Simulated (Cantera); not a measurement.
## Equilibrium for thermal oxidation and active oxidation of silicon: Si + N2O + N2

Input: 1 mol Si, a varied amount of N2O, 720 mol N2, at 2273 K and 1 atm.

Equilibrium computed with Cantera from the NASA thermochemical tables; the gas is ideal and each condensed phase is pure. Candidate condensed phases: Si, SiO2, Si2N2O, Si3N4; 16 gas species. The tables' values for SiN are old estimates; treat these amounts as uncertain. Rates play no part.

| n(N2O) (mol) | x N2 | x Si | x SiO | x Si2N | n Si(l) |
|---|---|---|---|---|---|
| 0.016 | 0.999 | 0.000722 | 2.22e-5 | 0.000111 | 0.202 |
| 0.024 | 0.999 | 0.000722 | 3.33e-5 | 0.000111 | 0.194 |
| 0.035 | 0.999 | 0.000722 | 4.86e-5 | 0.000111 | 0.183 |
| 0.052 | 0.999 | 0.000722 | 7.22e-5 | 0.000111 | 0.166 |
| 0.076 | 0.999 | 0.000722 | 0.000105 | 0.000111 | 0.142 |
| 0.11 | 0.999 | 0.000722 | 0.000153 | 0.000111 | 0.108 |
| 0.16 | 0.999 | 0.000722 | 0.000222 | 0.000111 | 0.0577 |
| 0.24 | 0.999 | 0.000705 | 0.000333 | 0.000106 | 0 |
x: gas mole fraction; n: condensed amount in mol.

From 0.016 mol N2O to 0.16 mol N2O the condensed part is Si(l). At 0.24 mol N2O nothing is condensed. The main Si-bearing gas is Si throughout. The share of Si in condensed phases is highest at 0.016 mol N2O (20.2 %) and lowest at 0.24 mol N2O (0.0 %).
